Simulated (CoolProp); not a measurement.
Carbonyl sulfide along the isotherm 205.2 K: fugacity coefficient from the reference equation and from simpler models built on Tc = 378.8 K, pc = 6.369 MPa, ω = 0.098; each cubic takes its own stable root.

Computed with CoolProp (reference Helmholtz-energy equation of state, Lemmon 2006). It is a short technical equation, of lower accuracy than the large ones.

```json
[
 {"p (MPa)": "0.682", "phase": "liquid", "reference": "0.06032", "Soave-Redlich-Kwong": "0.05950", "Peng-Robinson": "0.06221"},
 {"p (MPa)": "1.36", "phase": "liquid", "reference": "0.03085", "Soave-Redlich-Kwong": "0.03046", "Peng-Robinson": "0.03178"},
 {"p (MPa)": "2.05", "phase": "liquid", "reference": "0.02088", "Soave-Redlich-Kwong": "0.02064", "Peng-Robinson": "0.02148"},
 {"p (MPa)": "2.73", "phase": "liquid", "reference": "0.01599", "Soave-Redlich-Kwong": "0.01582", "Peng-Robinson": "0.01643"},
 {"p (MPa)": "3.41", "phase": "liquid", "reference": "0.01306", "Soave-Redlich-Kwong": "0.01293", "Peng-Robinson": "0.01340"},
 {"p (MPa)": "4.09", "phase": "liquid", "reference": "0.01110", "Soave-Redlich-Kwong": "0.01101", "Peng-Robinson": "0.01138"},
 {"p (MPa)": "4.78", "phase": "liquid", "reference": "0.009691", "Soave-Redlich-Kwong": "0.009618", "Peng-Robinson": "0.009917"},
 {"p (MPa)": "5.46", "phase": "liquid", "reference": "0.008652", "Soave-Redlich-Kwong": "0.008596", "Peng-Robinson": "0.008843"},
 {"p (MPa)": "6.14", "phase": "liquid", "reference": "0.007847", "Soave-Redlich-Kwong": "0.007803", "Peng-Robinson": "0.008009"},
 {"p (MPa)": "6.82", "phase": "liquid", "reference": "0.007204", "Soave-Redlich-Kwong": "0.007172", "Peng-Robinson": "0.007344"},
 {"p (MPa)": "7.51", "phase": "liquid", "reference": "0.006674", "Soave-Redlich-Kwong": "0.006650", "Peng-Robinson": "0.006794"},
 {"p (MPa)": "8.19", "phase": "liquid", "reference": "0.006241", "Soave-Redlich-Kwong": "0.006225", "Peng-Robinson": "0.006345"},
 {"p (MPa)": "8.87", "phase": "liquid", "reference": "0.005877", "Soave-Redlich-Kwong": "0.005867", "Peng-Robinson": "0.005967"},
 {"p (MPa)": "9.55", "phase": "liquid", "reference": "0.005566", "Soave-Redlich-Kwong": "0.005563", "Peng-Robinson": "0.005644"}
]
```
